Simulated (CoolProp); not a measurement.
Vapour-liquid equilibrium of dimethyl ether (1) + methanol (2) at 0.0713 MPa; x and y are mole fractions of (1).

Model: multi-fluid Helmholtz-energy mixture model, Wu 2011 and de Reuck 1993; pair parameters Bell 2016, in CoolProp.

Q: Give the bubble temperature and the first vapour's composition at x = 0.35, 0.5, 0.8. Is there an azeotrope?

A: x = 0.35: -20.3 °C, y = 0.988; x = 0.5: -24.3 °C, y = 0.992; x = 0.8: -28.9 °C, y = 0.995. No azeotrope shows between x = 0.05 and 0.95.

The pair parameters rest on a limited set of measurements; away from them the model extrapolates. With so large a gap from Raoult's law the liquid may split in two, which this calculation doesn't test in full.
